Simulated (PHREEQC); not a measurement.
PHREEQC input (Pitzer model, pitzer.dat):

```
SOLUTION 1
  temp 15
  units mol/kgw
  pH 7 charge
  C(4) 0.159
  K 0.289
END
USE solution 1
INCREMENTAL_REACTIONS false
REACTION 1
  H2O -1
  0 9.886 18.011 24.689 30.178 34.689 38.397 41.444
  43.949 46.007 47.699 49.089 50.232 51.172 51.944 52.578
  53.1 53.528 53.88 moles
EQUILIBRIUM_PHASES 1
  Kalicinite 0 0
SELECTED_OUTPUT 1
  -reset false
  -pH true
  -pe true
  -ionic_strength true
  -water true
  -activities H2O
  -totals C K
  -molalities H+ K+ CO3-2 OH- HCO3- CO2
  -equilibrium_phases Kalicinite
PRINT
  -reset false
END
```

Selected output (columns that matter, 15 of 19 rows; water left (kg) added in front):

```
water left (kg)	pH	mu	C	K	m_H+	m_K+	m_CO3-2	m_OH-	m_HCO3-	la_H2O
1	10.618	0.41875	0.159	0.289	4.5074e-11	0.289	0.12975	0.00025348	0.029251	-0.0028936
0.821895	10.597	0.50956	0.19346	0.35163	4.995e-11	0.35163	0.15793	0.0002414	0.035523	-0.0034958
0.555205	10.556	0.75446	0.28638	0.52053	6.2031e-11	0.52053	0.23393	0.00021612	0.052445	-0.0051047
0.456316	10.535	0.91802	0.34844	0.63333	6.9449e-11	0.63333	0.28469	0.00020295	0.06375	-0.006171
0.375046	10.516	1.117	0.42395	0.77057	7.7909e-11	0.77057	0.34644	0.00018946	0.077507	-0.0074637
0.308243	10.499	1.3591	0.51583	0.93757	8.7467e-11	0.93757	0.42157	0.00017572	0.094249	-0.0090354
0.208219	10.472	2.0122	0.76362	1.388	1.0964e-10	1.388	0.6242	0.0001478	0.13941	-0.013312
0.171142	10.465	2.4481	0.92905	1.6887	1.2174e-10	1.6887	0.75948	0.00013386	0.16957	-0.016231
0.140659	10.464	2.9787	1.1304	2.0546	1.3372e-10	2.0546	0.92411	0.00012013	0.20628	-0.019885
0.0950247	10.492	4.4093	1.6732	3.0413	1.5287e-10	3.0413	1.368	9.3873e-05	0.30526	-0.030461
0.0780897	10.527	5.3655	2.0361	3.7009	1.5692e-10	3.7009	1.6647	8.1617e-05	0.37143	-0.038212
0.0641814	10.58	6.5283	2.4774	4.5029	1.5494e-10	4.5029	2.0254	7.0113e-05	0.4519	-0.048429
0.0527592	10.658	7.9417	3.0137	5.4777	1.4559e-10	5.4777	2.464	5.9457e-05	0.54971	-0.062045
0.0356441	10.91	11.755	4.4608	8.1079	1.0485e-10	8.1079	3.6471	4.0953e-05	0.81363	-0.10517
0.0293024	11.1	14.299	5.4262	9.8627	7.7562e-11	9.8627	4.4365	3.3256e-05	0.98971	-0.13879
```
